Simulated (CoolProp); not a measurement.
Values from CoolProp's reference Helmholtz-energy equation of state, Guder 2009.

Task: For sulfur hexafluoride, give the phase and the cv (kJ/(kg K)), Prandtl number at 319.05 °C and 0.0594 bar.

Result: 
- 319.05 °C and 0.0594 bar: gas; cv 0.872, Prandtl number 0.756

Viscosity comes from a separate model (Quiñones-Cisneros 2012). Thermal conductivity comes from a separate model (Assael 2012).
